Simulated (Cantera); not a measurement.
A perfectly stirred reactor is fed with H2 : O2 = 0.26 : 1 (molar parts), at 0.00210 bar; it is held at 1400 K, and followed from long to short residence time.

Detailed kinetics in Cantera: GRI-Mech 3.0 (53 species, 325 reactions). Radical loss at walls, strong at low pressure, is not modelled. The temperature is held fixed by assumption; the heat of reaction is taken as removed at once.

**Question.** What does this change do: pressure from 0.00210 bar to 0.0110 bar?

**Answer.** 
```json
[
 {"quantity": "x(H2) at τ = 0.660 s", "before": "0.00729", "after": "0.00136"},
 {"quantity": "x(O2) at τ = 0.660 s", "before": "0.705", "after": "0.759"},
 {"quantity": "x(OH) at τ = 0.660 s", "before": "0.0152", "after": "0.00658"},
 {"quantity": "x(H2O2) at τ = 0.660 s", "before": "3.78e-8", "after": "1.22e-7"},
 {"quantity": "x(HO2) at τ = 0.660 s", "before": "9.24e-7", "after": "3.08e-6"},
 {"quantity": "x(H2) at τ = 29.0 ms", "before": "0.0129", "after": "0.00743"},
 {"quantity": "x(O2) at τ = 29.0 ms", "before": "0.666", "after": "0.710"},
 {"quantity": "x(OH) at τ = 29.0 ms", "before": "0.0184", "after": "0.0149"},
 {"quantity": "x(H2O2) at τ = 29.0 ms", "before": "3.58e-8", "after": "1.94e-7"},
 {"quantity": "x(HO2) at τ = 29.0 ms", "before": "8.59e-7", "after": "4.84e-6"}
]
```
